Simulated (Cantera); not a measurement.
Feed: 1 mol SiC, 0.041 mol C, 9.3 mol H2, equilibrated at 2998.15 K and 1.00 bar.

Equilibrium computed with Cantera from the NASA thermochemical tables; the gas is ideal and each condensed phase is pure. Gases not in the tables: Si2H6 and higher silanes. Kinetics and transport are ignored.

```tsv
species	before	after
H2	0.757	0.982
H	0.137	0.0140
C2H2 (acetylene)	0.0228	0.00252
Si	0.0458	0.000485
SiC2	0.0188	3.55e-5
C2	1.51e-5	2.38e-9
C3	0.000104	1.70e-8
C	3.48e-5	1.75e-8
SiC	0.000119	7.30e-8
CH	1.36e-5	2.87e-8
Si3	6.19e-5	1.45e-7
SiC(s), mol	0	0.991
```
Gas species are given as mole fractions.

Q: Which change was made?
A. temperature from 2998.15 K to 1975 K
B. pressure from 1.00 bar to 10.0 mbar
C. temperature from 2998.15 K to 1498.15 K
D. temperature from 2998.15 K to 2375 K

A: D, temperature from 2998.15 K to 2375 K
